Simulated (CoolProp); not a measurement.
Vapour-liquid equilibrium of nitrogen (1) + carbon monoxide (2) at 110.3 K; x and y are mole fractions of (1).

Computed with CoolProp (multi-fluid Helmholtz-energy mixture model, Span 2000 and Lemmon 2006; pair parameters Gernert 2013).

| x | bubble pressure (MPa) | y at the bubble point | dew pressure at overall composition x (MPa) | liquid density (mol/L) |
|---|---|---|---|---|
| 0.05 | ? | 0.064 | 1.104 | 22.99 |
| 0.125 | 1.143 | 0.156 | ? | 22.91 |
| 0.2 | 1.177 | 0.244 | 1.159 | 22.83 |
| 0.275 | 1.210 | 0.327 | 1.189 | 22.75 |
| 0.35 | 1.243 | 0.407 | 1.219 | 22.67 |
| 0.425 | 1.276 | 0.483 | ? | 22.59 |
| 0.5 | 1.307 | 0.556 | 1.283 | 22.52 |
| 0.575 | 1.338 | 0.627 | 1.316 | ? |
| 0.65 | ? | 0.695 | 1.348 | 22.37 |
| 0.725 | 1.397 | 0.762 | ? | 22.30 |
| 0.8 | 1.425 | 0.827 | 1.413 | 22.24 |
| 0.875 | 1.451 | 0.892 | 1.444 | 22.18 |
| 0.95 | 1.476 | ? | ? | 22.13 |

Q: What belongs in the gaps?

A: 
- 0.05, bubble pressure (MPa): 1.109
- 0.125, dew pressure at overall composition x (MPa): 1.131
- 0.425, dew pressure at overall composition x (MPa): 1.251
- 0.575, liquid density (mol/L): 22.44
- 0.65, bubble pressure (MPa): 1.368
- 0.725, dew pressure at overall composition x (MPa): 1.381
- 0.95, y at the bubble point: 0.957
- 0.95, dew pressure at overall composition x (MPa): 1.473

No azeotrope shows between x = 0.05 and 0.95.

Pair parameters are fitted to limited data, so mixtures are less certain than the pure fluids.
